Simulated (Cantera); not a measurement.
Input: 1 mol SiH₂Cl₂, 0.058 mol C₂H₂, 680 mol H₂, equilibrated at 27.0 mbar.

These are equilibrium values from Cantera (NASA tables, ideal gas, pure condensed phases), not measurements of a reactor. Candidate condensed phases: C, C₆H₆, C₇H₈, C₈H₁₈, Si, SiC; 109 gas species. Mutual solubility and eutectic melting of coexisting phases are not modelled. Gases not in the tables: Si₂H₆ and higher silanes. Kinetics and transport are ignored.

x: gas mole fraction; n: condensed amount in mol.

| T (°C) | x H₂ | x HCl | x H | x Si | x SiCl₂ | n Si(s) | n SiC(s) | n Si(l) |
|---|---|---|---|---|---|---|---|---|
| 952 | 0.997 | 0.00289 | … | 1.28e-10 | 2.04e-5 | 0.870 | 0.116 | 0 |
| 1002 | 0.997 | 0.00289 | … | 7.14e-10 | 2.17e-5 | 0.869 | 0.116 | 0 |
| 1052 | 0.997 | 0.00289 | … | 3.49e-9 | 2.29e-5 | 0.868 | 0.116 | 0 |
| 1102 | 0.997 | 0.00288 | … | 1.52e-8 | 2.40e-5 | 0.868 | 0.116 | 0 |
| 1152 | 0.997 | 0.00288 | … | 5.96e-8 | 2.51e-5 | 0.867 | 0.116 | 0 |
| 1202 | 0.997 | 0.00288 | … | 2.13e-7 | 2.62e-5 | 0.865 | 0.116 | 0 |
| 1252 | 0.997 | 0.00288 | … | 6.99e-7 | 2.72e-5 | 0.863 | 0.116 | 0 |
| 1302 | 0.997 | 0.00287 | … | 2.13e-6 | 2.81e-5 | 0.860 | 0.116 | 0 |
| 1352 | 0.997 | 0.00287 | … | 6.03e-6 | 2.90e-5 | 0.854 | 0.116 | 0 |
| 1402 | 0.996 | 0.00287 | … | 1.61e-5 | 2.98e-5 | 0.841 | 0.116 | 0 |
| 1452 | 0.996 | 0.00287 | … | 3.76e-5 | 2.85e-5 | 0 | 0.115 | 0.819 |

**Question.** Fill in the missing entries.

**Answer.** 
- 952, x H: 1.89e-6
- 1002, x H: 4.48e-6
- 1052, x H: 9.94e-6
- 1102, x H: 2.08e-5
- 1152, x H: 4.15e-5
- 1202, x H: 7.88e-5
- 1252, x H: 0.000144
- 1302, x H: 0.000253
- 1352, x H: 0.000429
- 1402, x H: 0.000705
- 1452, x H: 0.00113
